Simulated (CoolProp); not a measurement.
Vapour-liquid equilibrium of CH3F (R41) (1) + chloromethane (R40) (2) at 281.6 K; x and y are mole fractions of (1).

The numbers come from the multi-fluid Helmholtz-energy mixture model, Lemmon 2006 and Thol 2014; pair parameters Bell 2016 in CoolProp.

```json
[
 {"x": "0.05", "bubble pressure, mixture model (bar)": "4.529", "bubble pressure, Raoult's law (bar)": "4.561", "y, mixture model": "0.255", "y, Raoult's law": "0.280"},
 {"x": "0.2", "bubble pressure, mixture model (bar)": "7.770", "bubble pressure, Raoult's law (bar)": "7.868", "y, mixture model": "0.605", "y, Raoult's law": "0.648"},
 {"x": "0.35", "bubble pressure, mixture model (bar)": "10.99", "bubble pressure, Raoult's law (bar)": "11.17", "y, mixture model": "0.753", "y, Raoult's law": "0.799"},
 {"x": "0.5", "bubble pressure, mixture model (bar)": "14.14", "bubble pressure, Raoult's law (bar)": "14.48", "y, mixture model": "0.836", "y, Raoult's law": "0.881"},
 {"x": "0.65", "bubble pressure, mixture model (bar)": "17.27", "bubble pressure, Raoult's law (bar)": "17.79", "y, mixture model": "0.893", "y, Raoult's law": "0.932"},
 {"x": "0.8", "bubble pressure, mixture model (bar)": "20.53", "bubble pressure, Raoult's law (bar)": "21.09", "y, mixture model": "0.940", "y, Raoult's law": "0.967"},
 {"x": "0.95", "bubble pressure, mixture model (bar)": "24.15", "bubble pressure, Raoult's law (bar)": "24.40", "y, mixture model": "0.984", "y, Raoult's law": "0.993"}
]
```

The largest gap from Raoult's law is -2.9 % in bubble pressure, at x = 0.65. No azeotrope shows between x = 0.05 and 0.95.

The pair parameters rest on a limited set of measurements; away from them the model extrapolates.
